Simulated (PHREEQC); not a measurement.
0.5 mol of Zn(OH)2-e (Zn(OH)2) is brought to equilibrium with 1 kg of water holding 0.0062 mol/kgw LiCl, with rising amounts of TMAH, at 25 °C. O2 is buffered at 0.21 atm. No CO2 enters from the air. The run lets Zn(OH)2-e, Zn5(OH)8Cl2 precipitate or redissolve, and no other solid.

Equilibrium calculation in PHREEQC: ion-association model, wateq4f.dat.

```
TMAH added (mol)     pH  dissolved Zn (mol/kgw)  Zn(OH)4-2 (mol/kgw)  Zn(OH)3- (mol/kgw)
----------------  -----  ----------------------  -------------------  ------------------
0                  8.67                 6.98e-6             5.98e-13             6.34e-9
0.0417            12.53                0.000105              4.95e-5             5.17e-5
0.0833            12.81                0.000316             0.000210            0.000102
0.125             12.96                0.000640             0.000486            0.000151
0.167             13.08                 0.00107             0.000873            0.000198
0.208             13.16                 0.00159              0.00135            0.000243
0.25              13.23                 0.00221              0.00192            0.000288
0.292             13.29                 0.00290              0.00256            0.000331
0.333             13.34                 0.00363              0.00325            0.000372
0.375             13.38                 0.00443              0.00401            0.000412
0.417             13.42                 0.00526              0.00481            0.000452
0.458             13.46                 0.00611              0.00562            0.000489
0.5               13.49                 0.00699              0.00646            0.000526
```

(CH3)4N+ isn't in the database: it is added as a free cation with an ion size of 4 Å.
